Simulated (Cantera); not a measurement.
Mixture: H2 : O2 : N2 = 1 : 0.505 : 1.9 (molar parts), equivalence ratio 0.99, at 270 Torr, adiabatic and at constant pressure. Ignition delay is the time to a rise of 400 K.

Cantera simulation using GRI-Mech 3.0 (53 species, 325 reactions); the numbers are that mechanism's predictions, not measurements. Where the delays flatten at high temperature, the 400 K rule measures the pace of heat release, not the induction time.

Question: What does this change do: pressure from 270 Torr to 2330 Torr?

Answer: 
| quantity | before | after |
|---|---|---|
| delay at 1000 K | 0.480 ms | 10.0 ms |
| delay at 1075 K | 0.267 ms | 0.280 ms |
| delay at 1150 K | 0.175 ms | 30.3 µs |
| delay at 1225 K | 0.127 ms | 15.3 µs |
| delay at 1300 K | 0.102 ms | 9.88 µs |
| delay at 1375 K | 88.6 µs | 7.08 µs |
| delay at 1450 K | 82.4 µs | 5.44 µs |
The hydrogen kinetics of GRI-Mech 3.0 are dated; newer H2 mechanisms differ, most at raised pressure.

Question: What does this change do: pressure from 270 Torr to 3750 Torr?

Answer: 
```json
[
 {"quantity": "delay at 1000 K", "before": "0.480 ms", "after": "10.9 ms"},
 {"quantity": "delay at 1075 K", "before": "0.267 ms", "after": "1.23 ms"},
 {"quantity": "delay at 1150 K", "before": "0.175 ms", "after": "44.8 µs"},
 {"quantity": "delay at 1225 K", "before": "0.127 ms", "after": "12.0 µs"},
 {"quantity": "delay at 1300 K", "before": "0.102 ms", "after": "6.72 µs"},
 {"quantity": "delay at 1375 K", "before": "88.6 µs", "after": "4.54 µs"},
 {"quantity": "delay at 1450 K", "before": "82.4 µs", "after": "3.36 µs"}
]
```
The hydrogen kinetics of GRI-Mech 3.0 are dated; newer H2 mechanisms differ, most at raised pressure.

Question: What does this change do: H2 1 to 2 parts?

Answer: 
```tsv
quantity	before	after
delay at 1000 K	0.480 ms	0.555 ms
delay at 1075 K	0.267 ms	0.302 ms
delay at 1150 K	0.175 ms	0.194 ms
delay at 1225 K	0.127 ms	0.139 ms
delay at 1300 K	0.102 ms	0.109 ms
delay at 1375 K	88.6 µs	93.6 µs
delay at 1450 K	82.4 µs	85.9 µs
```
